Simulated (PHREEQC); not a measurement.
Dissolve 3.9 mmol/kgw HF, 0.066 mmol/kgw KF and 0.11 mmol/kgw H3PO4 at 30 °C. Closed to the air; pH follows from the charge balance.

Equilibrium calculation in PHREEQC: ion-association model, phreeqc.dat.

| quantity | before | after |
|---|---|---|
| pH | 2.89 | 3.08 |
| ionic strength (mol/kgw) | 0.00141 | 0.000900 |
| HF (mol/kgw) | 0.00264 | 0.00113 |
| F- (mol/kgw) | 0.00130 | 0.000847 |
| H2PO4- (mol/kgw) | 9.22e-5 | 4.88e-5 |
| H3PO4 (mol/kgw) | 1.78e-5 | 6.18e-6 |

Q: Which change was made?
A) HF left out
B) diluted 5-fold with water
C) diluted 2-fold with water
D) KF replaced by K2SO4 at the same molality
E) KF replaced by NaBF4 at the same molality

A: C, diluted 2-fold with water

This is a speciation only: nothing precipitates in the calculation.
